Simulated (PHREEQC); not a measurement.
1.3 g of hydrous ferric oxide (600 m²/g; 0.2 weak and 0.005 strong sites per Fe, Dzombak-Morel constants, diffuse double layer) in 1 kg of water with 0.1 mol/kgw of an inert sodium salt, at 25 °C; the pH is set by adding NaOH or the inert anion's acid. Oxygen is held at 0.21 atm. CO2 from the air is kept out. Precipitation was switched off in this run.

Model: ion-association model, wateq4f.dat, run in PHREEQC.

Predict surface charge σ (C/m²), surface potential ψ (mV) at pH = 4.5, 7.5, 8.


```json
[
 {"pH": "4.5", "surface charge σ (C/m²)": "0.273", "surface potential ψ (mV)": "138"},
 {"pH": "7.5", "surface charge σ (C/m²)": "0.022", "surface potential ψ (mV)": "29"},
 {"pH": "8", "surface charge σ (C/m²)": "0.004", "surface potential ψ (mV)": "5"}
]
```

Species that the database lacks are ignored.
